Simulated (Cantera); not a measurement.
A closed system holds: 1 mol PbO, 0.55 mol CO, 0.11 mol N2, equilibrated at 1448 K and 76.0 mbar.

Equilibrium computed with Cantera from the NASA thermochemical tables; the gas is ideal and each condensed phase is pure. Candidate condensed phases: C, Pb, PbO, PbO2, Pb3O4; 27 gas species. Each liquid is taken as pure. Mutual solubility and eutectic melting of coexisting phases are not modelled. Gases not in the tables: (PbO)n polymers. The numbers say what is thermodynamically allowed, not how fast it happens.

Base state: CO2 0.623, Pb 0.192, N2 0.125, PbO 0.0584, CO 0.00130, Pb2 5.71e-5, O2 1.44e-5 (mole fractions); condensed: Pb(l) + PbO(l).

Question: What changes in the equilibrium state with this change: PbO replaced by Pb?

Answer: 
```
species       before    after
-----------  -------  -------
CO           0.00130    0.673
Pb             0.192    0.192
N2             0.125    0.135
CO2            0.623  3.68e-5
PbO           0.0584  6.67e-9
O2           1.44e-5    <1e-9
Pb2          5.71e-5  5.71e-5
Pb(l), mol     0.380    0.843
PbO(l), mol    0.400        0
```
